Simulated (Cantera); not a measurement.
An adiabatic, constant-pressure homogeneous reactor starts with CH4 : O2 : N2 = 1 : 0.952 : 3.58 (molar parts), equivalence ratio 2.1, at 1150 K and 7500 Torr. Integrator tolerance rtol = 1e-08.

Model: GRI-Mech 3.0 (53 species, 325 reactions), integrated in Cantera.

Problem. What does this change do: pressure from 7500 Torr to 9000 Torr?

Solution. 
```json
[
 {"quantity": "time of steepest temperature rise", "before": "13.4 ms", "after": "10.8 ms"},
 {"quantity": "temperature at 0.200 s", "before": "2183 K", "after": "2183 K"},
 {"quantity": "equilibrium temperature", "before": "2183 K", "after": "2183 K"},
 {"quantity": "x(CH4) at 0.200 s", "before": "9.92e-9 (gas-phase equilibrium 1.12e-8)", "after": "1.43e-8 (gas-phase equilibrium 1.60e-8)"},
 {"quantity": "x(O2) at 0.200 s", "before": "4.59e-8 (gas-phase equilibrium 4.59e-8)", "after": "3.84e-8 (gas-phase equilibrium 3.84e-8)"},
 {"quantity": "x(O) at 0.200 s", "before": "1.65e-7 (gas-phase equilibrium 1.65e-7)", "after": "1.38e-7 (gas-phase equilibrium 1.38e-7)"},
 {"quantity": "x(NO) at 0.200 s", "before": "5.17e-6 (gas-phase equilibrium 4.73e-6)", "after": "4.72e-6 (gas-phase equilibrium 4.34e-6)"},
 {"quantity": "x(C2H4) at 0.200 s", "before": "<1e-12 (gas-phase equilibrium <1e-12)", "after": "<1e-12 (gas-phase equilibrium <1e-12)"}
]
```
The pressure lies above the range GRI-Mech 3.0 was tuned for (to about 10 atm).
